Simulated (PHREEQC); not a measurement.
Solution (26 °C): 0.25 mol/kgw HBr, 0.0038 mol/kgw NaCl and 0.0021 mol/kgw MnSO4. Closed to the air; pH follows from the charge balance.

Model: Pitzer model, pitzer.dat, run in PHREEQC.

Problem. The ionic strength comes out as 0.259 mol/kgw. What activity coefficients do Cl-, HSO4-, Br-, Mn+2, SO4-2 get?

Solution. Cl- 0.70, HSO4- 0.75, Br- 0.71, Mn+2 0.17, SO4-2 0.13. Single-ion values are on the MacInnes scale.

No solid was allowed to form.
